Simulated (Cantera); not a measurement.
## Gas activation for diamond growth

An isothermal, constant-pressure homogeneous reactor starts with CH₄ : H₂ : O₂ : N₂ = 0.0026 : 1 : 0.0038 : 0.026 (molar parts), at 2950 K and 4500 Pa.

Computed with Cantera and GRI-Mech 3.0 (53 species, 325 reactions). Radical loss at walls, strong at low pressure, is not modelled.

| t (s) | x CH₄ | x H₂ | x O₂ | x H₂O₂ | x CO₂ | x OH | x C₂H₆ |
|---|---|---|---|---|---|---|---|
| 0.000400 | 0.00114 | 0.925 | 2.00e-8 | 2.21e-12 | 1.48e-7 | 9.84e-5 | 1.59e-8 |
| 0.00104 | 0.000356 | 0.899 | 2.15e-8 | 2.78e-12 | 2.76e-7 | 0.000160 | 2.52e-9 |
| 0.00273 | 5.91e-5 | 0.864 | 4.25e-8 | 3.56e-12 | 9.02e-7 | 0.000220 | 9.87e-11 |
| 0.00711 | 3.53e-6 | 0.802 | 7.66e-8 | 3.64e-12 | 1.56e-6 | 0.000283 | <1e-12 |
| 0.0186 | 2.29e-11 | 0.692 | 2.35e-7 | 5.60e-12 | 1.52e-6 | 0.000460 | <1e-12 |
| 0.0485 | <1e-12 | 0.568 | 5.88e-7 | 7.43e-12 | 1.39e-6 | 0.000659 | <1e-12 |
| 0.126 | <1e-12 | 0.517 | 7.88e-7 | 7.80e-12 | 1.33e-6 | 0.000729 | <1e-12 |
| 0.330 | <1e-12 | 0.515 | 7.99e-7 | 7.81e-12 | 1.32e-6 | 0.000732 | <1e-12 |
| 0.862 | <1e-12 | 0.515 | 7.99e-7 | 7.81e-12 | 1.32e-6 | 0.000732 | <1e-12 |
| 2.25 | <1e-12 | 0.515 | 7.99e-7 | 7.81e-12 | 1.32e-6 | 0.000732 | <1e-12 |
| 5.87 | <1e-12 | 0.515 | 7.99e-7 | 7.81e-12 | 1.32e-6 | 0.000732 | <1e-12 |
| 15.3 | <1e-12 | 0.515 | 7.99e-7 | 7.81e-12 | 1.32e-6 | 0.000732 | <1e-12 |
| 40.0 | <1e-12 | 0.515 | 7.99e-7 | 7.81e-12 | 1.32e-6 | 0.000732 | <1e-12 |
x: mole fraction; the columns are a selection and need not sum to one.

Equilibrium at this temperature and pressure: CH₄ <1e-12, H₂ 0.515, O₂ 7.99e-7, H₂O₂ 7.81e-12, CO₂ 1.32e-6, OH 0.000732, C₂H₆ <1e-12 (gas phase only).
